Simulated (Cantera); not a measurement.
Fe3O4 + CH4 + H2 (carbothermic reduction)

Feed: 1 mol Fe3O4, 4.9 mol CH4, 3.1 mol H2, at 0.0340 bar.

Cantera equilibrium calculation (NASA polynomials, part measured and part estimated; ideal gas, pure solids and liquids). Candidate condensed phases: C, C6H6, C7H8, C8H18, Fe, Fe(CO)5, FeO, Fe(OH)2, Fe(OH)3, Fe2O3, Fe3O4, H2O; 114 gas species. Iron dissolves carbon and melts from about 1420 K in contact with it, which pure phases cannot show. Condensed phases not in the tables: cementite and carbon dissolved in iron. Equilibrium is a limit: real reactors are often held back by kinetics, nucleation or transport.

```csv
T (K),log p H2,log p CO,log p Fe,log p H,log p C2H2 (acetylene),log p C2H,n C(graphite),n Fe(γ),n Fe(δ),n Fe(l)
1373,-1.59,-2.09,-8.11,-6.27,-7.35,<-13,0.899,3.00,0,0
1473,-1.59,-2.09,-7.08,-5.69,-6.77,<-13,0.899,3.00,0,0
1573,-1.59,-2.09,-6.18,-5.18,-6.27,-12.41,0.899,3.00,0,0
1673,-1.59,-2.09,-5.40,-4.74,-5.83,-11.29,0.898,0,3.00,0
1773,-1.59,-2.09,-4.70,-4.34,-5.44,-10.30,0.896,0,2.99,0
1873,-1.59,-2.10,-4.10,-3.98,-5.09,-9.42,0.892,0,0,2.96
1973,-1.59,-2.10,-3.57,-3.67,-4.79,-8.63,0.883,0,0,2.87
2073,-1.60,-2.11,-3.10,-3.38,-4.51,-7.92,0.868,0,0,2.59
2173,-1.63,-2.13,-2.67,-3.13,-4.28,-7.28,0.844,0,0,1.84
2273,-1.68,-2.17,-2.30,-2.92,-4.10,-6.71,0.805,0,0,0
2373,-1.69,-2.18,-2.30,-2.70,-3.90,-6.18,0.748,0,0,0
2473,-1.71,-2.19,-2.31,-2.51,-3.73,-5.69,0.666,0,0,0
2573,-1.75,-2.20,-2.32,-2.34,-3.58,-5.25,0.556,0,0,0
```
log p: log10 of the partial pressure in bar; n: condensed amount in mol.

From 1373 K to 1573 K the condensed part is C(graphite) + Fe(γ). From 1673 K to 1773 K the condensed part is C(graphite) + Fe(δ). From 1873 K to 2173 K the condensed part is C(graphite) + Fe(l). From 2273 K to 2573 K the condensed part is C(graphite). The main Fe-bearing gas is Fe throughout.
